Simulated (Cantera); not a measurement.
Feed: 1 mol Al, 2.5 mol NH3, 92 mol H2, held at 1798.15 K and 2400000 Pa.

Equilibrium computed with Cantera from the NASA thermochemical tables; the gas is ideal and each condensed phase is pure. Candidate condensed phases: Al, AlN; 13 gas species. The numbers say what is thermodynamically allowed, not how fast it happens.

Base state: H2 0.992, N2 0.00774, H 7.17e-5, NH3 6.11e-5 (mole fractions); condensed: AlN(s).

### Question
What changes in the equilibrium state with this change: NH3 from 2.5 to 0.21 mol?

### Answer
| species | before | after |
|---|---|---|
| H2 | 0.992 | 1.000 |
| AlH | 6.21e-8 | 7.26e-5 |
| H | 7.17e-5 | 7.20e-5 |
| N2 | 0.00774 | 5.72e-9 |
| Al | 2.78e-8 | 3.24e-5 |
| NH3 | 6.11e-5 | 5.32e-8 |
| AlN(s), mol | 1.000 | 0.210 |
| Al(l), mol | 0 | 0.780 |
Mutual solubility and eutectic melting of coexisting phases are not modelled.
